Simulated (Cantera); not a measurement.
Cantera run:

```python
import numpy as np
import cantera as ct

gas_names = """
    O2 AL2O TaO2 CO
""".split()
cond_names = """
    AL(cr) AL(L) Ta(cr) Ta(L) Ta2O5(s) Ta2O5(L) Li(cr) Li(L) Li2O(s) Li2O(L) C(gr) Ti(a) Ti(b) Ti(L)
    Ti4O7(s) Ti4O7(L)
""".split()


# ... load() reads the species with a 1 bar reference pressure and builds the phases ...
species = {s.name: s for s in load("nasa_gas.yaml", gas_names) + load("nasa_condensed.yaml", cond_names)}
# Each term lists the table entries of one substance; the one whose range holds T is used.
reactions = {
    '4 Al + O2(g) = 2 Al2O(g)':
        [(-4, ['AL(cr)', 'AL(L)']), (-1, ['O2']), (2, ['AL2O'])],
    '0.8 Ta + O2(g) = 0.4 Ta2O5':
        [(-0.8, ['Ta(cr)', 'Ta(L)']), (-1, ['O2']), (0.4, ['Ta2O5(s)', 'Ta2O5(L)'])],
    '4 Li + O2(g) = 2 Li2O':
        [(-4, ['Li(cr)', 'Li(L)']), (-1, ['O2']), (2, ['Li2O(s)', 'Li2O(L)'])],
    'Ta + O2(g) = TaO2(g)':
        [(-1, ['Ta(cr)', 'Ta(L)']), (-1, ['O2']), (1, ['TaO2'])],
    '2 C + O2(g) = 2 CO(g)':
        [(-2, ['C(gr)']), (-1, ['O2']), (2, ['CO'])],
    '1.143 Ti + O2(g) = 0.2857 Ti4O7':
        [(-1.1428571428571428, ['Ti(a)', 'Ti(b)', 'Ti(L)']), (-1, ['O2']), (0.2857142857142857, ['Ti4O7(s)', 'Ti4O7(L)'])],
}


def pick(names, T):
    return next(species[n] for n in names if species[n].thermo.min_temp <= T <= species[n].thermo.max_temp)


results = []
for label, terms in reactions.items():
    print(label)
    print("     T/K   dH/kJ  dS/(J/K)   dG/kJ   log10 K")
    for T in [823, 923, 1023, 1123, 1223, 1323, 1423, 1523, 1623]:
        used = [(nu, pick(names, T)) for nu, names in terms]
        dH = sum(nu * s.thermo.h(T) for nu, s in used) / 1e6
        dS = sum(nu * s.thermo.s(T) for nu, s in used) / 1e3
        dG = dH - T * dS / 1e3
        logK = -dG * 1e6 / (ct.gas_constant * T * np.log(10))
        results.append((label, T, dH, dS, dG, logK, [s.name for _, s in used]))
        print(f"{T:8g} {dH:8.1f} {dS:8.1f} {dG:8.1f} {logK:8.2f}")
```

Result:

```
4 Al + O2(g) = 2 Al2O(g)
     T/K   dH/kJ  dS/(J/K)   dG/kJ   log10 K
     823   -305.0    159.3   -436.1    27.68
     923   -309.4    154.2   -451.8    25.57
    1023   -356.4    104.1   -462.9    23.63
    1123   -360.4    100.3   -473.1    22.00
    1223   -364.5     96.9   -482.9    20.63
    1323   -368.5     93.7   -492.5    19.44
    1423   -372.5     90.8   -501.7    18.42
    1523   -376.6     88.0   -510.6    17.51
    1623   -380.6     85.5   -519.3    16.71
0.8 Ta + O2(g) = 0.4 Ta2O5
     T/K   dH/kJ  dS/(J/K)   dG/kJ   log10 K
     823   -812.6   -170.8   -672.1    42.66
     923   -811.2   -169.1   -655.1    37.07
    1023   -809.6   -167.5   -638.3    32.59
    1123   -808.0   -166.0   -621.6    28.91
    1223   -806.3   -164.6   -605.1    25.84
    1323   -804.7   -163.2   -588.7    23.24
    1423   -803.0   -162.0   -572.4    21.01
    1523   -801.3   -160.9   -556.3    19.08
    1623   -799.6   -159.8   -540.3    17.39
4 Li + O2(g) = 2 Li2O
     T/K   dH/kJ  dS/(J/K)   dG/kJ   log10 K
     823  -1211.9   -279.6   -981.7    62.31
     923  -1210.3   -277.9   -953.9    53.98
    1023  -1207.6   -275.9   -925.3    47.25
    1123  -1205.0   -273.5   -897.9    41.76
    1223  -1201.9   -270.9   -870.7    37.19
    1323  -1198.5   -268.2   -843.7    33.31
    1423  -1194.8   -265.5   -817.0    29.99
    1523  -1191.0   -262.9   -790.6    27.11
    1623  -1187.0   -260.4   -764.4    24.60
Ta + O2(g) = TaO2(g)
     T/K   dH/kJ  dS/(J/K)   dG/kJ   log10 K
     823   -204.7     25.9   -226.0    14.34
     923   -205.4     25.1   -228.5    12.93
    1023   -206.1     24.3   -231.0    11.79
    1123   -206.8     23.7   -233.4    10.86
    1223   -207.6     23.0   -235.7    10.07
    1323   -208.4     22.4   -238.0     9.40
    1423   -209.2     21.8   -240.2     8.82
    1523   -210.1     21.2   -242.3     8.31
    1623   -211.0     20.6   -244.4     7.87
2 C + O2(g) = 2 CO(g)
     T/K   dH/kJ  dS/(J/K)   dG/kJ   log10 K
     823   -222.1    178.7   -369.1    23.43
     923   -223.1    177.5   -386.9    21.90
    1023   -224.2    176.3   -404.6    20.66
    1123   -225.5    175.2   -422.2    19.64
    1223   -226.7    174.1   -439.7    18.78
    1323   -228.0    173.1   -457.0    18.04
    1423   -229.4    172.1   -474.3    17.41
    1523   -230.8    171.2   -491.5    16.86
    1623   -232.2    170.3   -508.5    16.37
1.143 Ti + O2(g) = 0.2857 Ti4O7
     T/K   dH/kJ  dS/(J/K)   dG/kJ   log10 K
     823   -967.0   -173.3   -824.3    52.32
     923   -965.7   -171.9   -807.1    45.67
    1023   -964.5   -170.6   -790.0    40.34
    1123   -963.7   -169.9   -773.0    35.95
    1223   -966.9   -172.6   -755.7    32.28
    1323   -965.2   -171.3   -738.6    29.16
    1423   -963.6   -170.1   -721.5    26.48
    1523   -962.1   -169.2   -704.5    24.16
    1623   -960.9   -168.3   -687.6    22.13
```

Source: NASA polynomial tables (part measured, part estimated), evaluated in Cantera. Condensed species are held in their standard states even where they would react or evaporate.
